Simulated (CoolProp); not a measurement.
The fluid at 298.15 K and 0.0309 MPa is throttled through a valve to 0.0152 MPa with no heat exchange. The same conditions are run with several fluids, on thermodynamics alone (safety and materials aside).

The numbers come from the reference Helmholtz-energy equation of state of each fluid (R1336mzz(E): Akasaka 2023; cis-2-butene: Lemmon 2005; R407C: Lemmon 2003; R1224YDZ: Akasaka 2023; fluorine: de Reuck 1990) in CoolProp. Blends and air are pseudo-pure fits.

| fluid | temperature change (K) | final density (kg/m³) |
|---|---|---|
| R1336mzz(E) | -0.4 | [?] |
| cis-2-butene | -0.5 | [?] |
| R407C | [?] | 0.530 |
| R1224YDZ | -0.6 | 0.918 |
| fluorine | [?] | 0.233 |

### Question
What belongs in the gaps?

### Answer

- R1336mzz(E), final density (kg/m³): 1.01
- cis-2-butene, final density (kg/m³): 0.346
- R407C, temperature change (K): -0.3
- fluorine, temperature change (K): -0.0
